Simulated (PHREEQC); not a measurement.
A solution holds 0.004 mol CuSO4, 0.055 mol HNO3 and 0.00084 mol Na2SO4 per kg of water, at 55 °C. Closed to the air; pH follows from the charge balance.

Model: ion-association model, wateq4f.dat, run in PHREEQC.

Each row changes one thing in this solution. Precipitation was switched off in this run.

```csv
case,pH,ionic strength (mol/kgw),HSO4- (mol/kgw),SO4-2 (mol/kgw),NaSO4- (mol/kgw),SI of Mirabilite (Na2SO4:10H2O)
as made,1.37,0.0653,0.00382,0.000869,3.51e-6,-9.36
HNO3 from 0.055 to 0.011 mol/kgw,2.11,0.0230,0.00213,0.00214,(withheld),(withheld)
temperature from 55 to 20 °C,1.36,0.0665,0.00310,0.00152,5.26e-6,-7.58
CuSO4 replaced by Ag2SO4 at the same molality,1.37,(withheld),(withheld),0.000872,3.59e-6,-9.35
diluted 100-fold with water,3.28,0.000725,4.23e-6,4.38e-5,3.86e-9,(withheld)
```

Problem. Fill in the missing entries.

Solution. 
- HNO3 from 0.055 to 0.011 mol/kgw, NaSO4- (mol/kgw): 1.16e-5
- HNO3 from 0.055 to 0.011 mol/kgw, SI of Mirabilite (Na2SO4:10H2O): -8.78
- CuSO4 replaced by Ag2SO4 at the same molality, ionic strength (mol/kgw): 0.0614
- CuSO4 replaced by Ag2SO4 at the same molality, HSO4- (mol/kgw): 0.00390
- diluted 100-fold with water, SI of Mirabilite (Na2SO4:10H2O): -14.15

Complexes and solids missing from the database can't appear. Constants without temperature data keep their 25 °C values here.
